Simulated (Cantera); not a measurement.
Thermodynamics of silicon nitride deposition, feed SiH4 + NH3

A closed system holds: 1 mol SiH4, a varied amount of NH3, at 140 Pa.

Cantera equilibrium calculation (NASA polynomials, part measured and part estimated; ideal gas, pure solids and liquids). Candidate condensed phases: Si, Si3N4; 18 gas species. Mutual solubility and eutectic melting of coexisting phases are not modelled. Kinetics and transport are ignored.

Stable condensed phases:

```
T in °C \ n(NH3) in mol
         0.35 0.58 0.82  1.1  1.3  1.5  1.8    2  2.2  2.5  2.7  2.9  3.2
   1775     A    A    A    A    A    A    A    A    A    A    A    A    A
   1675     A    A    A    A    A    A    A    A    A    A    A    A    A
   1575     A    A    A    A    A    A    A    A    A    A    A    A    A
   1475     A    A    A    A    A    A    A    A    A    A    A    A    A
   1375     A    A    A    A    A    A    A    A    A    A    A    A    A
   1275     A    B    B    B    B    B    B    B    B    C    C    C    C
   1175     B    B    B    B    B    C    C    C    C    C    C    C    C
   1075     B    B    B    B    B    C    C    C    C    C    C    C    C
    975     B    B    B    B    B    C    C    C    C    C    C    C    C
    875     B    B    B    B    B    C    C    C    C    C    C    C    C
    775     B    B    B    B    B    C    C    C    C    C    C    C    C
    675     B    B    B    B    B    C    C    C    C    C    C    C    C
    575     B    B    B    B    B    C    C    C    C    C    C    C    C
```

A: Si; B: Si + Si3N4; C: Si3N4.
